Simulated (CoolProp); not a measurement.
C3F8 (R218) along the isobar 0.662 MPa: fugacity coefficient from the reference equation and from simpler models built on Tc = 71.9 °C, pc = 2.640 MPa, ω = 0.317; each cubic takes its own stable root.

The numbers come from the reference Helmholtz-energy equation of state, Lemmon 2006 in CoolProp. It is a short technical equation, of lower accuracy than the large ones.

```tsv
T (°C)	phase	reference
-49.15	liquid	0.08454
-31.15	liquid	0.1906
-13.15	liquid	0.3710
4.85	liquid	0.6422
22.85	gas	0.8584
40.85	gas	0.8860
58.85	gas	0.9066
76.85	gas	0.9226
94.85	gas	0.9353
112.85	gas	0.9456
130.85	gas	0.9540
148.85	gas	0.9610
166.85	gas	0.9669
```

**Question.** How far does each simpler model (Soave-Redlich-Kwong, Peng-Robinson) lie from the reference over these 13 states: mean and median of the absolute difference, and the worst?

**Answer.** 
- Soave-Redlich-Kwong: mean 0.4 %, median 0.2 %, worst +1.6 % at 4.85 °C and 0.662 MPa
- Peng-Robinson: mean 0.8 %, median 0.9 %, worst -1.3 % at 58.85 °C and 0.662 MPa
